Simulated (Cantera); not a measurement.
Charge: 1 mol SiH4, 6.2 mol N2, held at 3.00 mbar.

Cantera equilibrium calculation (NASA polynomials, part measured and part estimated; ideal gas, pure solids and liquids). Candidate condensed phases: Si, Si3N4; 18 gas species. Rates play no part.

**Question.** Which condensed phases are stable at each of these points (T (K)): 1523, 1548, 1573, 1598, 1623, 1648, 1673, 1698, 1723?

**Answer.** 
| T (K) | condensed phases | Si condensed (%) |
|---|---|---|
| 1523 | Si3N4(s) | 100.0 |
| 1548 | Si3N4(s) | 100.0 |
| 1573 | Si3N4(s) | 100.0 |
| 1598 | Si3N4(s) | 100.0 |
| 1623 | Si3N4(s) | 100.0 |
| 1648 | Si3N4(s) | 100.0 |
| 1673 | Si3N4(s) | 99.9 |
| 1698 | Si3N4(s) | 99.8 |
| 1723 | Si(l) | 99.7 |

From 1523 K to 1698 K the condensed part is Si3N4(s). At 1723 K the condensed part is Si(l).
